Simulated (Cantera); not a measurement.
Input (Python, Cantera):

```python
import numpy as np
import cantera as ct

gas = ct.Solution("h2o2.yaml")
gas.TPX = 1025, 100000, {'H2': 1, 'O2': 0.5, 'N2': 1.88}
reactor = ct.IdealGasConstPressureReactor(gas, energy="on", clone=False)
net = ct.ReactorNet([reactor])
net.rtol, net.atol = 1e-08, 1e-16
show = ['H2', 'O2', 'O', 'OH', 'H']
times = np.geomspace(1e-06, 0.2, 13)

steps = ct.SolutionArray(gas, extra=["t"])
rows = []
print(f"{'t/s':>10s}{'T/K':>9s}{'P/Pa':>11s}" + "".join(f"{s:>11s}" for s in show))
for t in times:
    while net.time < t:
        t_next = net.step()
        steps.append(gas.state, t=t_next)
    rows.append([np.interp(t, steps.t, y) for y in (steps.T, steps.P, *steps(*show).X.T)])
    print(f"{t:10.3e}{rows[-1][0]:9.1f}{rows[-1][1]:11.4g}" + "".join(f"{x:11.3e}" for x in rows[-1][2:]))
rate = np.gradient(steps.T, steps.t)
print("integrator steps:", len(steps.t))
if steps.T.max() > steps.T[0] + 200:
    print(f"time of steepest temperature rise: {steps.t[rate.argmax()]:.4e} s")
gas.TPX = 1025, 100000, {'H2': 1, 'O2': 0.5, 'N2': 1.88}
gas.equilibrate("HP")
print(f"equilibrium (HP): T = {gas.T:.1f} K  " + "  ".join(f"{s} {gas[s].X[0]:.3e}" for s in show))
```

Result:

```
       t/s      T/K       P/Pa         H2         O2          O         OH          H
 1.000e-06   1025.0      1e+05  2.959e-01  1.479e-01  2.350e-12  1.268e-12  5.895e-11
 2.765e-06   1025.0      1e+05  2.959e-01  1.479e-01  1.217e-11  5.018e-12  1.638e-10
 7.647e-06   1025.0      1e+05  2.959e-01  1.479e-01  5.267e-11  1.932e-11  5.281e-10
 2.115e-05   1025.0      1e+05  2.959e-01  1.479e-01  2.876e-10  1.019e-10  2.622e-09
 5.848e-05   1025.0      1e+05  2.959e-01  1.479e-01  6.110e-09  2.151e-09  5.452e-08
 1.617e-04   1028.6      1e+05  2.950e-01  1.475e-01  2.648e-05  1.576e-05  2.405e-04
 4.472e-04   2665.1      1e+05  3.834e-02  1.424e-02  4.816e-03  2.273e-02  1.268e-02
 1.237e-03   2701.1      1e+05  3.621e-02  1.327e-02  4.204e-03  2.186e-02  1.094e-02
 3.420e-03   2701.1      1e+05  3.621e-02  1.327e-02  4.203e-03  2.186e-02  1.094e-02
 9.457e-03   2701.1      1e+05  3.621e-02  1.327e-02  4.203e-03  2.186e-02  1.094e-02
 2.615e-02   2701.1      1e+05  3.621e-02  1.327e-02  4.203e-03  2.186e-02  1.094e-02
 7.232e-02   2701.1      1e+05  3.621e-02  1.327e-02  4.203e-03  2.186e-02  1.094e-02
 2.000e-01   2701.1      1e+05  3.621e-02  1.327e-02  4.203e-03  2.186e-02  1.094e-02
integrator steps: 1350
time of steepest temperature rise: 1.9857e-04 s
equilibrium (HP): T = 2701.1 K  H2 3.621e-02  O2 1.327e-02  O 4.203e-03  OH 2.186e-02  H 1.094e-02
```

Detailed kinetics in Cantera: the H2/O2 subset of GRI-Mech 3.0, which has no nitrogen chemistry.
